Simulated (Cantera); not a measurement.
Charge: 1 mol SiHCl3, 1.4 mol CH4, a varied amount of H2, equilibrated at 1748 K and 1.00 bar.

Equilibrium computed with Cantera from the NASA thermochemical tables; the gas is ideal and each condensed phase is pure. Candidate condensed phases: C, C6H6, C7H8, C8H18, Si, SiC; 109 gas species. The numbers say what is thermodynamically allowed, not how fast it happens.

### Question
Which condensed phases are stable at each of these points (n(H2) (mol)): 24, 32, 42, 57, 75, 100, 130, 180, 240, 320, 420, 570, 750?

### Answer
```csv
n(H2) (mol),condensed phases,Si condensed (%)
24,C(graphite) + SiC(s),97.7
32,C(graphite) + SiC(s),98.2
42,C(graphite) + SiC(s),98.6
57,C(graphite) + SiC(s),99.0
75,C(graphite) + SiC(s),99.2
100,C(graphite) + SiC(s),99.4
130,C(graphite) + SiC(s),99.6
180,C(graphite) + SiC(s),99.7
240,C(graphite) + SiC(s),99.7
320,C(graphite) + SiC(s),99.8
420,SiC(s),99.8
570,SiC(s),99.8
750,SiC(s),99.8
```

From 24 mol H2 to 320 mol H2 the condensed part is C(graphite) + SiC(s). From 420 mol H2 to 750 mol H2 the condensed part is SiC(s).
